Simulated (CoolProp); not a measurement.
A single-stage vapour-compression cycle with the fluid: evaporating at 219.15 K (dew point), condensing at 260.15 K (bubble point), superheat 8 K, subcooling 5 K, compressor efficiency 0.65, no pressure losses. The same conditions are run with several fluids, on thermodynamics alone (safety and materials aside).

Values from CoolProp's reference Helmholtz-energy equation of state of each fluid (vinyl chloride: Thol 2022; R134a: Tillner-Roth 1994; R143a: Lemmon and Jacobsen 2000; R410A: Lemmon 2003; R124: de Vries 1995; R125: Lemmon 2005). Blends and air are pseudo-pure fits.

```
fluid           cooling COP  pressure ratio  discharge temperature (K)  refrigerating effect (kJ/kg)  volumetric capacity (kJ/m³)
--------------  -----------  --------------  -------------------------  ----------------------------  ---------------------------
vinyl chloride         3.01            7.73                      361.2                           340                          154
R134a                  3.06            7.67                      311.1                           195                          247
R143a                  3.01            5.56                      304.4                           189                          633
R410A                  2.97            5.85                      330.6                           231                          813
R124                   3.08            8.39                      301.8                           152                          128
R125                   2.98            5.79                      292.9                           132                          647
```
